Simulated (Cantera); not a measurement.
A closed system holds: 1 mol Fe2O3, 0.67 mol O2, held at 1325 K and 750 Torr.

Cantera equilibrium calculation (NASA polynomials, part measured and part estimated; ideal gas, pure solids and liquids). Candidate condensed phases: Fe, FeO, Fe2O3, Fe3O4; 5 gas species. Equilibrium is a limit: real reactors are often held back by kinetics, nucleation or transport.

**Question.** What is the equilibrium state?

**Answer.** 
```json
{
 "x(O2)": "1.00",
 "n(Fe2O3(s))": "1.00 mol",
 "gas_amount": "0.6700 mol",
 "log10 activity of Fe(γ) (absent)": "-9.48"
}
```
